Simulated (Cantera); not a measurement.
A perfectly stirred reactor is fed with C₃H₈ : H₂ = 1 : 2.1 (molar parts), at 0.570 Torr; it is held at 1923 K, and followed from long to short residence time.

Cantera simulation using GRI-Mech 3.0 (53 species, 325 reactions); the numbers are that mechanism's predictions, not measurements. GRI-Mech 3.0 was tuned for natural gas; its chemistry of propane as a main component is partial and can be far from experiment. GRI-Mech 3.0 stops at C3 and has no aromatics, soot or wall deposition, so with more carbon than oxygen in the feed, carbon stays in small species such as C2H2 where larger ones or solid carbon would form. Radical loss at walls, strong at low pressure, is not modelled.

Predict: x(C₃H₈) at τ = 4.50 s; x(H₂) at τ = 4.50 s; x(CH₂) at τ = 4.50 s; x(C₂H₂) at τ = 4.50 s; x(CH₄) at τ = 4.50 s; x(C₃H₈) at τ = 28.0 ms; x(H₂) at τ = 28.0 ms; x(CH₂) at τ = 28.0 ms; x(C₂H₂) at τ = 28.0 ms; x(CH₄) at τ = 28.0 ms.


```json
{
 "x(C₃H₈) at τ = 4.50 s": "1.61e-5",
 "x(H₂) at τ = 4.50 s": "0.733",
 "x(CH₂) at τ = 4.50 s": "1.83e-5",
 "x(C₂H₂) at τ = 4.50 s": "0.239",
 "x(CH₄) at τ = 4.50 s": "0.0178",
 "x(C₃H₈) at τ = 28.0 ms": "0.00260",
 "x(H₂) at τ = 28.0 ms": "0.617",
 "x(CH₂) at τ = 28.0 ms": "8.63e-5",
 "x(C₂H₂) at τ = 28.0 ms": "0.173",
 "x(CH₄) at τ = 28.0 ms": "0.134"
}
```
